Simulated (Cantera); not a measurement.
An isothermal, constant-pressure homogeneous reactor starts with 82.0 % NH₃, 18.0 % H₂, at 1823 K and 10.00 Torr.

Computed with Cantera and the gas-phase N/H chemistry of the illustrative SiF4/NH3 mechanism in the Surface Chemkin manual (1991). Walls and surfaces, which speed up NH3 decomposition in real reactors, are not modelled.

Problem. Predict: x(NH₃) at 2.00 s; x(H₂) at 2.00 s; x(H) at 2.00 s; x(N₂H₂) at 2.00 s; x(NH) at 2.00 s; x(N₂) at 2.00 s; x(NH₂) at 2.00 s.

Solution. 
* **x(NH₃) at 2.00 s**: 0.591 (gas-phase equilibrium 1.18e-7)
* **x(H₂) at 2.00 s**: 0.346 (gas-phase equilibrium 0.772)
* **x(H) at 2.00 s**: 0.000111 (gas-phase equilibrium 0.00332)
* **x(N₂H₂) at 2.00 s**: 3.89e-6 (gas-phase equilibrium <1e-12)
* **x(NH) at 2.00 s**: 6.67e-6 (gas-phase equilibrium 2.71e-10)
* **x(N₂) at 2.00 s**: 0.0626 (gas-phase equilibrium 0.225)
* **x(NH₂) at 2.00 s**: 0.000514 (gas-phase equilibrium 1.38e-9)
